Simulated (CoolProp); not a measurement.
Vapour-liquid equilibrium of ethane (1) + n-perfluorobutane (2) at -28.25 °C; x and y are mole fractions of (1).

Model: multi-fluid Helmholtz-energy mixture model, Bücker 2006 and Gao 2022; pair parameters Bell 2016, in CoolProp.

```tsv
x	bubble pressure (MPa)	y at the bubble point	dew pressure at overall composition x (MPa)	liquid density (mol/L)
0.05	0.1344	0.773	0.03230	7.297
0.15	0.3366	0.910	0.03612	7.744
0.25	0.5045	0.941	0.04095	8.236
0.35	0.6270	0.954	0.04725	8.782
0.45	0.7116	0.961	0.05584	9.393
0.55	0.7737	0.966	0.06821	10.09
0.65	0.8289	0.970	0.08760	10.89
0.75	0.8899	0.975	0.1224	11.83
0.85	0.9659	0.983	0.2029	12.96
0.95	1.063	0.993	0.5810	14.36
```

No azeotrope shows between x = 0.05 and 0.95.

The pair parameters rest on a limited set of measurements; away from them the model extrapolates. With so large a gap from Raoult's law the liquid may split in two, which this calculation doesn't test in full.
